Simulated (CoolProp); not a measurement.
Saturated liquid density (kg/m³) of propylene: the reference equation beside estimates from Tc = 364.2 K, pc = 4.555 MPa, ω = 0.146. Rackett uses Z = 0.29056 − 0.08775 ω.

Computed with CoolProp (reference Helmholtz-energy equation of state, Lemmon 2013).

| T (K) | reference | Rackett | van der Waals | Soave-Redlich-Kwong | Peng-Robinson |
|---|---|---|---|---|---|
| 186.9 | 656.0 | 646.6 | 411.9 | 615.2 | 692.7 |
| 193.2 | 648.7 | 639.7 | 407.8 | 608.9 | 686.0 |
| 199.5 | 641.4 | 632.7 | 403.5 | 602.5 | 679.1 |
| 205.8 | 633.9 | 625.6 | 399.2 | 595.8 | 671.9 |
| 212.1 | 626.4 | 618.4 | 394.8 | 588.8 | 664.5 |
| 218.4 | 618.8 | 611.0 | 390.3 | 581.6 | 656.7 |
| 224.7 | 611.1 | 603.5 | 385.6 | 574.1 | 648.6 |
| 231 | 603.2 | 595.8 | 380.8 | 566.4 | 640.2 |
| 237.3 | 595.2 | 588.0 | 375.9 | 558.3 | 631.4 |
| 243.7 | 587.0 | 579.9 | 370.7 | 549.7 | 622.0 |
| 250 | 578.6 | 571.7 | 365.5 | 541.0 | 612.4 |
| 256.3 | 570.1 | 563.3 | 360.1 | 531.9 | 602.4 |
| 262.6 | 561.3 | 554.7 | 354.5 | 522.3 | 591.9 |

Absolute difference from the reference over all 13 rows, mean and median: Rackett 1.3 and 1.2 %, van der Waals 36.9 and 36.9 %, Soave-Redlich-Kwong 6.3 and 6.1 %, Peng-Robinson 5.9 and 6.0 %.
